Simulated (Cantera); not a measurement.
Charge: 1 mol Si3N4, 0.015 mol CO2, 3.9 mol H2, held at 975 K and 0.00133 bar.

Equilibrium computed with Cantera from the NASA thermochemical tables; the gas is ideal and each condensed phase is pure. Candidate condensed phases: C, C6H6, C7H8, C8H18, H2O, Si, SiC, SiO2, Si2N2O, Si3N4; 151 gas species. The numbers say what is thermodynamically allowed, not how fast it happens.

Base state: H2 0.997, N2 0.00256, CH4 0.000167 (mole fractions); condensed: C(graphite) + Si2N2O(s) + Si3N4(s).

Question: What changes in the equilibrium state with this change: temperature from 975 K to 1498 K?

Answer: 
| species | before | after |
|---|---|---|
| H2 | 0.997 | 0.965 |
| N2 | 0.00256 | 0.0342 |
| SiO | <1e-9 | 0.000618 |
| CO | <1e-9 | 1.66e-5 |
| H | 3.13e-8 | 0.000462 |
| CH4 | 0.000167 | 2.33e-8 |
| C(graphite), mol | 0.0143 | 0 |
| Si2N2O(s), mol | 0.0300 | 0.0274 |
| Si3N4(s), mol | 0.980 | 0.917 |
| Si(s), mol | 0 | 0.176 |
| SiC(s), mol | 0 | 0.0149 |
Mutual solubility and eutectic melting of coexisting phases are not modelled.
